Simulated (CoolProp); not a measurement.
Vapour-liquid equilibrium of C2F6 (R116) (1) + R22 (2) at 251.5 K; x and y are mole fractions of (1).

Model: multi-fluid Helmholtz-energy mixture model, Lemmon 2006 and Kamei 1995; pair parameters Bell 2016, in CoolProp.

```tsv
x	bubble pressure (bar)	y at the bubble point	dew pressure at overall composition x (bar)	liquid density (mol/L)
0.05	3.882	0.411	2.423	15.20
0.15	5.934	0.625	2.707	14.38
0.25	7.062	0.696	3.065	13.61
0.35	7.721	0.732	3.528	12.88
0.45	8.173	0.757	4.149	12.20
0.55	8.550	0.781	5.020	11.58
0.65	8.912	0.808	6.296	11.01
0.75	9.273	0.844	8.053	10.49
0.85	9.610	0.892	9.323	10.04
0.95	9.874	0.958	9.852	9.643
```

No azeotrope shows between x = 0.05 and 0.95.

Pair parameters are fitted to limited data, so mixtures are less certain than the pure fluids. With so large a gap from Raoult's law the liquid may split in two, which this calculation doesn't test in full.
